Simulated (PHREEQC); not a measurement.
A solution holds 21 mmol/kgw ZnSO4, 23 mmol/kgw NaCl and 3.4 mmol/kgw MnSO4, at 25 °C. It is in equilibrium with CO2 at log p = -2 (atm). Otherwise closed; pH follows from the charge balance.

Equilibrium calculation in PHREEQC: ion-association model, phreeqc.dat.

```tsv
quantity	before	after
pH	4.87	5.04
ionic strength (mol/kgw)	0.0843	0.0795
SO4-2 (mol/kgw)	0.0144	0.0139
CO2 (mol/kgw)	0.000334	0.000140
HCO3- (mol/kgw)	1.41e-5	9.68e-6
HSO4- (mol/kgw)	9.38e-6	1.83e-5
```

Problem. Which change was made?
(A) temperature from 25 to 70 °C
(B) diluted 5-fold with water
(C) MnSO4 left out
(D) temperature from 25 to 40 °C
(E) 0.0005 mol/kgw MnCl2 added

Solution. A, temperature from 25 to 70 °C

This is a speciation only: nothing precipitates in the calculation. Constants without temperature data keep their 25 °C values here.
